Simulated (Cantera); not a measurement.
Feed: 1 mol V, 2.9 mol N2O, 2.6 mol N2, 0.029 mol H2O, held at 1275 K and 2.55 Torr.

Equilibrium computed with Cantera from the NASA thermochemical tables; the gas is ideal and each condensed phase is pure. Candidate condensed phases: H2O, V, VN, VO, V2O3, V2O4, V2O5; 28 gas species. Condensed phases not in the tables: the oxides between V2O3 and V2O5 other than VO2. Rates play no part.

Base state: N2 0.920, O2 0.0752, H2O 0.00485, NO 0.000217 (mole fractions); condensed: V2O4(s).

Q: What changes in the equilibrium state with this change: pressure from 2.55 Torr to 75.0 Torr?

A: 
| species | before | after |
|---|---|---|
| N2 | 0.920 | 0.940 |
| O2 | 0.0752 | 0.0544 |
| H2O | 0.00485 | 0.00496 |
| NO | 0.000217 | 0.000186 |
| V2O4(s), mol | 0.500 | 0.237 |
| V2O5(l), mol | 0 | 0.263 |
Mutual solubility and eutectic melting of coexisting phases are not modelled. Gases not in the tables: V4O10.

Q: What changes in the equilibrium state with this change: temperature from 1275 K to 1975 K?

A: 
```csv
species,before,after
N2,0.920,0.823
VO2,4.70e-8,0.102
O2,0.0752,0.0641
H,1.64e-9,0.000181
O,5.25e-7,0.00239
H2,1.67e-8,5.92e-5
OH,5.51e-6,0.00107
"V2O4(s), mol",0.500,0
"V2O4(l), mol",0,0.160
```

Q: What changes in the equilibrium state with this change: N2O from 2.9 to 0.64 mol?

A: 
```tsv
species	before	after
N2	0.920	0.990
H2	1.67e-8	0.00968
H2O	0.00485	1.43e-5
O2	0.0752	<1e-9
NO	0.000217	<1e-9
V2O4(s), mol	0.500	0
VN(s), mol	0	0.554
V2O3(s), mol	0	0.223
```
Mutual solubility and eutectic melting of coexisting phases are not modelled. VN: taken at fixed stoichiometry. Condensed phases not in the tables: the oxides between V2O3 and V2O5 other than VO2, V2N.
